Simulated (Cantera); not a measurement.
## Low-pressure radical oxidation in H2/O2

An isothermal, constant-pressure homogeneous reactor starts with H2 : O2 : N2 = 0.19 : 1 : 0.21 (molar parts), at 975 K and 0.0130 bar.

Cantera simulation using the H2/O2 subset of GRI-Mech 3.0, which has no nitrogen chemistry; the numbers are that mechanism's predictions, not measurements. Radical loss at walls, strong at low pressure, is not modelled. The temperature is held fixed by assumption; the heat of reaction is taken as removed at once.

| t (s) | x H2 | x O2 | x H2O | x OH | x H |
|---|---|---|---|---|---|
| 0.000700 | 0.136 | 0.714 | 1.07e-9 | 1.97e-10 | 8.80e-10 |
| 0.00206 | 0.136 | 0.714 | 2.35e-7 | 3.37e-8 | 1.46e-7 |
| 0.00606 | 0.0514 | 0.675 | 0.0628 | 0.00432 | 0.0395 |
| 0.0178 | 0.00234 | 0.683 | 0.137 | 0.00183 | 0.00756 |
| 0.0524 | 0.000220 | 0.693 | 0.145 | 0.000431 | 0.000156 |
| 0.154 | 2.00e-5 | 0.693 | 0.145 | 0.000125 | 4.02e-6 |
| 0.454 | 2.17e-6 | 0.693 | 0.146 | 4.63e-5 | 1.98e-7 |
| 1.34 | 3.14e-7 | 0.693 | 0.146 | 2.04e-5 | 1.68e-8 |
| 3.93 | 6.45e-8 | 0.693 | 0.146 | 1.01e-5 | 2.03e-9 |
| 11.6 | 1.66e-8 | 0.693 | 0.146 | 5.34e-6 | 3.02e-10 |
| 34.0 | 4.81e-9 | 0.693 | 0.146 | 2.93e-6 | 5.03e-11 |
| 100 | 1.48e-9 | 0.693 | 0.146 | 1.65e-6 | 8.95e-12 |
x: mole fraction; the columns are a selection and need not sum to one.

Equilibrium at this temperature and pressure: H2 6.28e-11, O2 0.693, H2O 0.146, OH 3.37e-7, H <1e-12 (gas phase only).
